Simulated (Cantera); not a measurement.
Charge: 1 mol Si, 1.1 mol HCl, at 698.15 K and 6.50e-5 bar.

Equilibrium computed with Cantera from the NASA thermochemical tables; the gas is ideal and each condensed phase is pure. Candidate condensed phases: Si; 19 gas species. The tables' values for SiCl₃ are old estimates; treat these amounts as uncertain. Kinetics and transport are ignored.

Base state: H₂ 0.660, SiCl₄ 0.324, SiHCl₃ 0.0117, HCl 0.00364, SiCl₃ 0.000117, SiH₂Cl₂ 2.75e-5, SiCl₂ 1.42e-5 (mole fractions); condensed: Si(s).

What changes in the equilibrium state with this change: temperature from 698.15 K to 1573.15 K?


| species | before | after |
|---|---|---|
| H₂ | 0.660 | 0.391 |
| SiCl₂ | 1.42e-5 | 0.389 |
| HCl | 0.00364 | 0.212 |
| SiCl₄ | 0.324 | 1.93e-5 |
| SiHCl₃ | 0.0117 | 4.73e-6 |
| H | <1e-9 | 0.00316 |
| Cl | <1e-9 | 0.00136 |
| Si(s), mol | 0.723 | 0.567 |
The tables' values for SiCl₃, SiCl are old estimates; treat these amounts as uncertain.
